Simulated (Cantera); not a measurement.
Input (Python, Cantera) and output of one run.

```python
import numpy as np
import cantera as ct

gas_names = """
    C CH CH2 CH3 CH2OH CH3O CH4 CH3OH CO CO2 COOH C2 C2H CHCO,ketyl C2H2,acetylene C2H2,vinylidene
    CH2CO,ketene C2H3,vinyl CH3CO,acetyl C2H4 C2H4O,ethylen CH3CHO,ethanal CH3COOH (HCOOH)2 C2H5 C2H6
    CH3OCH3 C2H5OH C2O C3 C3H3,propargyl C3H4,allene C3H4,propyne C3H4,cyclo- C3H5,allyl C3H6,propylene
    C3H6,cyclo- C3H6O C3H7,n-propyl C3H7,i-propyl C3H8 C3H8O,1propanol C3H8O,2propanol C3O2 C4 C4H2
    C4H4,1,3-cyclo- C4H6,butadiene C4H6,2-butyne C4H6,cyclo- C4H8,1-butene C4H8,cis2-buten
    C4H8,tr2-butene C4H8,isobutene C4H8,cyclo- (CH3COOH)2 C4H9,n-butyl C4H9,i-butyl C4H9,s-butyl
    C4H9,t-butyl C4H10,isobutane C4H10,n-butane C5 C5H6,1,3cyclo- C5H8,cyclo- C5H10,1-pentene
    C5H10,cyclo- C5H11,pentyl C5H11,t-pentyl C5H12,n-pentane C5H12,i-pentane CH3C(CH3)2CH3 C6H2
    C6H5,phenyl C6H5O,phenoxy C6H6 C6H5OH,phenol C6H10,cyclo- C6H12,1-hexene C6H12,cyclo- C6H13,n-hexyl
    C7H7,benzyl C7H8 C7H8O,cresol C7H14,1-heptene C7H15,n-heptyl C7H16,n-heptane C8H8,styrene
    C8H10,ethylbenz C8H16,1-octene C8H17,n-octyl C8H18,isooctane C8H18,n-octane C9H19,n-nonyl
    C10H8,naphthale C10H21,n-decyl C12H9,o-bipheny C12H10,bipheny H HCO HO2 H2 HCHO,formaldehy HCOOH H2O
    H2O2 O OH O2 O3
""".split()
cond_names = """
    C(gr) C6H6(L) C7H8(L) C8H18(L),n-octa H2O(s) H2O(L)
""".split()


def load(file, names, dense=False):
    # The tables refer to 1 bar. Condensed volumes are neglected.
    table = {s.name: s for s in ct.Species.list_from_file(file)}
    out = []
    for n in names:
        d = dict(table[n].input_data)
        d["thermo"] = dict(d["thermo"], **{"reference-pressure": 1e5})
        if dense:
            d["equation-of-state"] = {"model": "constant-volume", "density": "1e6 g/cm^3"}
        out.append(ct.Species.from_dict(d))
    return out


gas = ct.Solution(thermo="ideal-gas", species=load("nasa_gas.yaml", gas_names))
cond = {s.name: ct.Solution(thermo="fixed-stoichiometry", species=[s], name=s.name)
        for s in load("nasa_condensed.yaml", cond_names, dense=True)}
atoms = {
    'acetone': {'C': 3, 'H': 6, 'O': 1},
    'H2O': {'H': 2, 'O': 1},
    'H2': {'H': 2},
}
top_T = {'C(gr)': 4500}  # K; cautious upper limits of use, not melting points


def equilibrate(T, P, feed):
    n = {}
    for name, mol in feed.items():
        for a, k in atoms[name].items():
            n[a] = n.get(a, 0.0) + k * mol
    gas.TPX = T, P, n
    mass = sum(n.values()) * gas.mean_molecular_weight
    gas.equilibrate("TP")
    valid = [c for c in cond.values() if c.min_temp <= T <= top_T.get(c.name, c.max_temp)]
    mix = ct.Mixture([(gas, mass / gas.mean_molecular_weight)] + [(c, 0.0) for c in valid])
    mix.T, mix.P = T, P
    mix.equilibrate("TP", solver="vcs", rtol=1e-11, max_steps=5000)
    return mix


results = []
T = 3023  # K
P = 1100000  # Pa
for m in [0.59, 0.74, 0.93, 1.2, 1.5, 1.8, 2.3, 2.9, 3.6]:
    feed = {'acetone': 1, 'H2O': m, 'H2': 1.5}  # mol
    mix = equilibrate(T, P, feed)
    results.append((T, P, feed, dict(zip(mix.species_names, mix.species_moles))))
    x = sorted(zip(gas.X, gas.species_names), reverse=True)
    print(f"T = {T:g} K  P = {P:g} Pa  n(H2O) = {m:g} mol  gas = {mix.phase_moles(0):.4g} mol")
    print("   x: " + "  ".join(f"{s} {v:.3e}" for v, s in x if v > 0.0001))
    print("   condensed (mol): " + ("  ".join(f"{mix.phase(i).name} {mix.phase_moles(i):.4g}"
          for i in range(1, mix.n_phases) if mix.phase_moles(i) > 1e-12) or "none"))
```

It prints:

```
T = 3023 K  P = 1.1e+06 Pa  n(H2O) = 0.59 mol  gas = 6.82 mol
   x: H2 6.769e-01  CO 2.331e-01  C2H2,acetylene 4.499e-02  H 4.201e-02  C4H2 1.248e-03  C2H 4.959e-04  CH4 3.838e-04  CH3 3.751e-04  C2H2,vinylidene 1.495e-04
   condensed (mol): C(gr) 0.7429
T = 3023 K  P = 1.1e+06 Pa  n(H2O) = 0.74 mol  gas = 7.126 mol
   x: H2 6.669e-01  CO 2.442e-01  C2H2,acetylene 4.432e-02  H 4.170e-02  C4H2 1.229e-03  C2H 4.922e-04  CH4 3.725e-04  CH3 3.668e-04  C2H2,vinylidene 1.473e-04
   condensed (mol): C(gr) 0.5734
T = 3023 K  P = 1.1e+06 Pa  n(H2O) = 0.93 mol  gas = 7.512 mol
   x: H2 6.553e-01  CO 2.569e-01  C2H2,acetylene 4.356e-02  H 4.134e-02  C4H2 1.208e-03  C2H 4.879e-04  CH4 3.598e-04  CH3 3.573e-04  C2H2,vinylidene 1.448e-04
   condensed (mol): C(gr) 0.3587
T = 3023 K  P = 1.1e+06 Pa  n(H2O) = 1.2 mol  gas = 8.062 mol
   x: H2 6.409e-01  CO 2.729e-01  C2H2,acetylene 4.259e-02  H 4.088e-02  C4H2 1.181e-03  C2H 4.825e-04  CH3 3.455e-04  CH4 3.440e-04  C2H2,vinylidene 1.416e-04
   condensed (mol): C(gr) 0.05355
T = 3023 K  P = 1.1e+06 Pa  n(H2O) = 1.5 mol  gas = 8.675 mol
   x: H2 6.423e-01  CO 2.882e-01  H 4.093e-02  C2H2,acetylene 2.703e-02  C4H2 4.746e-04  C2H 3.058e-04  CH3 2.758e-04  CH4 2.749e-04
   condensed (mol): none
T = 3023 K  P = 1.1e+06 Pa  n(H2O) = 1.8 mol  gas = 9.288 mol
   x: H2 6.466e-01  CO 3.014e-01  H 4.106e-02  C2H2,acetylene 1.027e-02  CH4 1.712e-04  CH3 1.712e-04  C2H 1.158e-04
   condensed (mol): none
T = 3023 K  P = 1.1e+06 Pa  n(H2O) = 2.3 mol  gas = 10.01 mol
   x: H2 6.314e-01  CO 2.981e-01  H 4.058e-02  H2O 2.761e-02  CO2 1.749e-03  OH 5.998e-04
   condensed (mol): none
T = 3023 K  P = 1.1e+06 Pa  n(H2O) = 2.9 mol  gas = 10.62 mol
   x: H2 5.981e-01  CO 2.776e-01  H2O 7.807e-02  H 3.949e-02  CO2 4.862e-03  OH 1.742e-03
   condensed (mol): none
T = 3023 K  P = 1.1e+06 Pa  n(H2O) = 3.6 mol  gas = 11.34 mol
   x: H2 5.638e-01  CO 2.567e-01  H2O 1.301e-01  H 3.834e-02  CO2 7.946e-03  OH 2.990e-03  O 1.243e-04
   condensed (mol): none
```

These are equilibrium values from Cantera (NASA tables, ideal gas, pure condensed phases), not measurements of a reactor. The feed counts by its element totals alone.
